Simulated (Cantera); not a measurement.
Feed: 1 mol Si2Cl6, a varied amount of N2, at 925 °C and 14.0 mbar.

Cantera equilibrium calculation (NASA polynomials, part measured and part estimated; ideal gas, pure solids and liquids). Candidate condensed phases: Si, Si3N4; 13 gas species. The feed counts by its element totals alone. N2 is the only nitrogen source here; it is nearly inert below about 1500 K, so the nitride shown seldom forms there in practice. The tables' values for SiCl3 are old estimates; treat these amounts as uncertain. Kinetics and transport are ignored.

x: gas mole fraction; n: condensed amount in mol.

```tsv
n(N2) (mol)	x N2	x SiCl4	x SiCl3	x SiCl2	x Cl	x Cl2	n Si3N4(s)
1.6	0.457	0.530	0.0103	?	2.37e-6	3.66e-9	0.163
3.6	0.684	0.308	0.00640	?	2.21e-6	3.19e-9	0.163
5.5	0.774	0.220	0.00487	?	2.07e-6	2.81e-9	0.163
7.4	0.824	0.171	0.00399	?	1.97e-6	2.53e-9	0.163
9.3	0.856	0.140	0.00341	?	1.88e-6	2.32e-9	0.162
11	0.876	0.120	0.00303	0.000676	1.82e-6	2.17e-9	0.162
13	0.893	0.103	0.00270	0.000622	1.76e-6	2.02e-9	0.162
15	0.906	0.0905	0.00244	0.000579	1.71e-6	1.90e-9	0.162
17	0.917	0.0805	0.00223	0.000544	1.66e-6	1.80e-9	0.162
19	0.925	0.0725	0.00205	0.000515	1.62e-6	1.71e-9	0.161
21	0.932	0.0659	0.00191	0.000490	1.58e-6	1.64e-9	0.161
```

Q: Complete the blanks.

A: 
- 1.6, x SiCl2: 0.00176
- 3.6, x SiCl2: 0.00117
- 5.5, x SiCl2: 0.000953
- 7.4, x SiCl2: 0.000823
- 9.3, x SiCl2: 0.000735
